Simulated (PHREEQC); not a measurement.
Leach liquor

Consider water at 70 °C with 0.0063 mol/kgw H2SO4, 8.3e-05 mol/kgw CuSO4 and 0.0078 mol/kgw MnSO4. Closed to the air; pH follows from the charge balance.

Computed with PHREEQC (ion-association model, phreeqc.dat).

Each row changes one thing in this solution. This is a speciation only: nothing precipitates in the calculation.

```json
[
 {"case": "as made", "pH": "2.23", "ionic strength (mol/kgw)": "0.0275", "HSO4- (mol/kgw)": "0.00587", "SO4-2 (mol/kgw)": "0.00550", "Mn+2 (mol/kgw)": "0.00502", "MnSO4 (mol/kgw)": "0.00278"},
 {"case": "H2SO4 from 0.0063 to 0.00945 mol/kgw", "pH": "2.06", "ionic strength (mol/kgw)": "0.0311", "HSO4- (mol/kgw)": "0.00885", "SO4-2 (mol/kgw)": "0.00572", "Mn+2 (mol/kgw)": "0.00506", "MnSO4 (mol/kgw)": "0.00274"},
 {"case": "CuSO4 left out", "pH": "2.23", "ionic strength (mol/kgw)": "0.0273", "HSO4- (mol/kgw)": "0.00586", "SO4-2 (mol/kgw)": "0.00547", "Mn+2 (mol/kgw)": "0.00502", "MnSO4 (mol/kgw)": "0.00278"},
 {"case": "diluted 100-fold with water", "pH": "3.93", "ionic strength (mol/kgw)": "0.000483", "HSO4- (mol/kgw)": "4.41e-6", "SO4-2 (mol/kgw)": "0.000134", "Mn+2 (mol/kgw)": "7.50e-5", "MnSO4 (mol/kgw)": "3.04e-6"},
 {"case": "MnSO4 from 0.0078 to 0.00858 mol/kgw", "pH": "2.24", "ionic strength (mol/kgw)": "0.0290", "HSO4- (mol/kgw)": "0.00601", "SO4-2 (mol/kgw)": "0.00581", "Mn+2 (mol/kgw)": "0.00546", "MnSO4 (mol/kgw)": "0.00312"},
 {"case": "temperature from 70 to 60 °C", "pH": "2.20", "ionic strength (mol/kgw)": "0.0288", "HSO4- (mol/kgw)": "0.00535", "SO4-2 (mol/kgw)": "0.00610", "Mn+2 (mol/kgw)": "0.00509", "MnSO4 (mol/kgw)": "0.00271"},
 {"case": "0.00066 mol/kgw MgCl2 added", "pH": "2.23", "ionic strength (mol/kgw)": "0.0287", "HSO4- (mol/kgw)": "0.00577", "SO4-2 (mol/kgw)": "0.00538", "Mn+2 (mol/kgw)": "0.00509", "MnSO4 (mol/kgw)": "0.00270"},
 {"case": "diluted 10-fold with water", "pH": "3.02", "ionic strength (mol/kgw)": "0.00400", "HSO4- (mol/kgw)": "0.000239", "SO4-2 (mol/kgw)": "0.00104", "Mn+2 (mol/kgw)": "0.000641", "MnSO4 (mol/kgw)": "0.000139"}
]
```

Species that the database lacks are ignored. Constants without temperature data keep their 25 °C values here.
